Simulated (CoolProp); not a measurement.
R1132(E) along the isobar 8.4 bar: Z from the reference equation and from simpler models built on Tc = 348.8 K, pc = 51.74 bar, ω = 0.245; each cubic takes its own stable root.

Values from CoolProp's reference Helmholtz-energy equation of state, Akasaka 2024.

| T (K) | phase | reference |
|---|---|---|
| 313.9 | gas | 0.9136 |
| 326.2 | gas | 0.9250 |
| 338.5 | gas | 0.9345 |
| 350.8 | gas | 0.9425 |
| 363.1 | gas | 0.9493 |
| 375.4 | gas | 0.9551 |
| 387.7 | gas | 0.9601 |
| 400 | gas | 0.9645 |

### Question
How far does each simpler model (Pitzer virial, van der Waals, Redlich-Kwong, Peng-Robinson) lie from the reference over these 8 states: mean and median of the absolute difference, and the worst?

### Answer
- Pitzer virial: mean 0.3 %, median 0.2 %, worst +0.6 % at 313.9 K and 8.4 bar
- van der Waals: mean 0.9 %, median 0.7 %, worst +2.3 % at 313.9 K and 8.4 bar
- Redlich-Kwong: mean 0.3 %, median 0.2 %, worst +0.8 % at 313.9 K and 8.4 bar
- Peng-Robinson: mean 0.5 %, median 0.5 %, worst -0.5 % at 363.1 K and 8.4 bar
